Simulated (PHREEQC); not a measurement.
Dissolve 0.18 mol KOH and 0.92 mol KCl per kg of water at 20 °C. It is in equilibrium with CO2 at log p = -1 (atm). Otherwise closed; pH follows from the charge balance.

The numbers come from PHREEQC with the Pitzer model, pitzer.dat.

### Question
The ionic strength comes out as 1.10 mol/kgw. What activity coefficients do Cl-, CO3-2, K+, HCO3- get?

### Answer
Cl- 0.60, CO3-2 0.12, K+ 0.60, HCO3- 0.60. Single-ion values are on the MacInnes scale.

This is a speciation only: nothing precipitates in the calculation. Species that the database lacks are ignored. In brines, pH and single-ion activities rest on the MacInnes convention.
